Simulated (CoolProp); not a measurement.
Saturation properties of neopentane (Tc = 160.6 °C, pc = 3196 kPa, ω = 0.196).

Values from CoolProp's reference Helmholtz-energy equation of state, Lemmon 2006. It is a short technical equation, of lower accuracy than the large ones.

```csv
T (°C),p (kPa),vapour density (kg/m³),enthalpy of vaporisation (kJ/kg),liquid cp (kJ/(kg K))
37.55,251.4,7.668,292.7,___
43.05,294.2,8.911,287.8,2.422
48.55,___,10.31,282.7,2.458
54.05,395.9,11.87,277.5,___
59.55,455.5,13.62,272.0,2.535
65.05,521.6,15.56,266.3,2.576
70.45,593.1,17.69,260.4,2.618
75.95,673.1,20.10,254.2,2.662
```

Q: Some entries are withheld; supply them.

A: 
- 37.55, liquid cp (kJ/(kg K)): 2.387
- 48.55, p (kPa): 342.2
- 54.05, liquid cp (kJ/(kg K)): 2.496

It boils at 9.5 °C under 1 atm.
